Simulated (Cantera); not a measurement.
**Low-pressure radical oxidation in H2/O2**

A perfectly stirred reactor is fed with 0.916 % H2, 83.3 % O2, 15.8 % N2, equivalence ratio 0.0055, at 22.5 Torr; it is held at 1275 K, and followed from long to short residence time.

Model: the H2/O2 subset of GRI-Mech 3.0, which has no nitrogen chemistry, integrated in Cantera. Radical loss at walls, strong at low pressure, is not modelled.

```tsv
τ (s)	x H2	x O2	x OH	x H	x H2O2	x O	x H2O
11	6.18e-6	0.832	0.000154	1.72e-6	8.18e-9	0.000217	0.00912
2.3	1.54e-5	0.831	0.000256	7.83e-6	1.42e-8	0.000595	0.00905
0.49	3.70e-5	0.830	0.000415	3.22e-5	2.17e-8	0.00151	0.00893
0.10	9.30e-5	0.828	0.000646	0.000112	3.01e-8	0.00336	0.00871
0.021	0.000258	0.826	0.000934	0.000267	4.14e-8	0.00544	0.00831
0.0045	0.000843	0.826	0.00133	0.000442	6.49e-8	0.00608	0.00744
0.00095	0.00295	0.827	0.00166	0.000476	9.35e-8	0.00446	0.00514
```
x: mole fraction; the columns are a selection and need not sum to one.
